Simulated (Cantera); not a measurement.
**Gas-phase reforming**

An isothermal, constant-pressure homogeneous reactor starts with 37.0 % CH₄, 40.7 % CO₂, 22.2 % H₂, at 1325 K and 230000 Pa.

Cantera simulation using GRI-Mech 3.0 (53 species, 325 reactions); the numbers are that mechanism's predictions, not measurements.

| t (s) | x CH₄ | x CO₂ | x H₂ | x C₂H₄ | x CO |
|---|---|---|---|---|---|
| 5.00e-6 | 0.370 | 0.407 | 0.222 | <1e-12 | 5.24e-10 |
| 3.11e-5 | 0.370 | 0.407 | 0.222 | 5.05e-12 | 1.37e-8 |
| 0.000194 | 0.370 | 0.407 | 0.222 | 1.32e-9 | 4.78e-7 |
| 0.00121 | 0.370 | 0.407 | 0.222 | 1.47e-7 | 1.19e-5 |
| 0.00750 | 0.370 | 0.407 | 0.222 | 4.11e-6 | 0.000106 |
| 0.0467 | 0.370 | 0.407 | 0.222 | 0.000106 | 0.000795 |
| 0.290 | 0.367 | 0.401 | 0.219 | 0.000985 | 0.00553 |
| 1.81 | 0.350 | 0.369 | 0.205 | 0.00441 | 0.0342 |
| 11.2 | 0.267 | 0.229 | 0.159 | 0.0171 | 0.153 |
| 70.0 | 0.202 | 0.145 | 0.171 | 0.0236 | 0.233 |
x: mole fraction; the columns are a selection and need not sum to one.

Equilibrium at this temperature and pressure: CH₄ 0.00109, CO₂ 0.00685, H₂ 0.537, C₂H₄ 7.08e-8, CO 0.440 (gas phase only).
